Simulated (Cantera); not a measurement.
**SiCl₄ + H₂ (chlorosilane synthesis and conversion)**

Input: 1 mol SiCl₄, 5.8 mol H₂, equilibrated at 848 K and 1 atm.

Equilibrium computed with Cantera from the NASA thermochemical tables; the gas is ideal and each condensed phase is pure. Candidate condensed phases: Si; 19 gas species. The tables' values for SiCl₃ are old estimates; treat these amounts as uncertain. Equilibrium is a limit: real reactors are often held back by kinetics, nucleation or transport.

```json
{
 "x(H₂)": "0.839",
 "x(SiCl₄)": "0.134",
 "x(HCl)": "0.0136",
 "x(SiHCl₃)": "0.0134",
 "x(SiH₂Cl₂)": "0.000117",
 "x(SiCl₃)": "2.50e-5",
 "gas_amount": "6.800 mol",
 "log10 activity of Si(s) (absent)": "-2.89"
}
```
